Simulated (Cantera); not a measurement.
Source: NASA polynomial tables (part measured, part estimated), evaluated in Cantera. Values are per mole of reaction as written; species without (g) are pure solids or liquids, kept so even where they would boil at 1 bar.

Task: Between 750 and 1000 K, where is each reaction favourable under standard conditions?
- FeCl₂(g) + 2 H(g) = Fe + 2 HCl(g)

Result: 
- FeCl₂(g) + 2 H(g) = Fe + 2 HCl(g): ΔG° is -380 kJ at 750 K and -345 kJ at 1000 K; it stays negative (K > 1). ΔH° is -485 kJ and ΔS° -140 J/K at 1000 K.
